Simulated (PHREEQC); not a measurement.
A column of 1 m (30 cells, dispersivity 0.08 m, 720 s a shift, diffusion coefficient 3e-10 m²/s) holds 0.062 eq of the database's cation exchanger X per kg of pore water, first in equilibrium with 0.039 mol/kgw CdCl2, 0.0099 mol/kgw BaCl2 and 1e-05 mol/kgw HCl. It is flushed with 0.024 mol/kgw ZnCl2 and 1e-05 mol/kgw HCl, at 25 °C. Values are for the last cell. No CO2 enters from the air. No solid was allowed to form.

The numbers come from PHREEQC with the ion-association model, phreeqc.dat.

| pore volumes | Zn in solution (mol/kgw) | Cd in solution (mol/kgw) | Ba in solution (mol/kgw) | Cl in solution (mol/kgw) | CdX2 on the exchanger (mol/kgw) | BaX2 on the exchanger (mol/kgw) |
|---|---|---|---|---|---|---|
| 0 | 0 | 0.0390 | 0.00990 | 0.0978 | 0.0139 | 0.0171 |
| 0.5167 | 1.84e-6 | 0.0377 | [?] | [?] | 0.0139 | 0.0171 |
| 1.183 | [?] | 0.0208 | 0.00846 | 0.0612 | 0.0111 | 0.0178 |
| 1.683 | 0.00652 | 0.0105 | 0.00852 | 0.0510 | 0.00530 | 0.0164 |
| 2.183 | 0.0132 | 0.00411 | 0.00696 | 0.0486 | 0.00186 | 0.0121 |
| 2.85 | 0.0189 | 0.000990 | 0.00410 | 0.0481 | 0.000428 | 0.00695 |
| 3.35 | 0.0211 | [?] | 0.00256 | 0.0480 | 0.000142 | [?] |
| 3.85 | 0.0223 | 0.000107 | 0.00155 | 0.0480 | 4.69e-5 | 0.00267 |
| 4.517 | 0.0232 | 2.41e-5 | 0.000775 | 0.0480 | 1.06e-5 | 0.00135 |
| 5.017 | 0.0235 | 7.84e-6 | 0.000455 | 0.0480 | 3.47e-6 | 0.000793 |

What belongs in the gaps?


- 0.5167, Ba in solution (mol/kgw): 0.00972
- 0.5167, Cl in solution (mol/kgw): 0.0948
- 1.183, Zn in solution (mol/kgw): 0.00132
- 3.35, Cd in solution (mol/kgw): 0.000327
- 3.35, BaX2 on the exchanger (mol/kgw): 0.00436
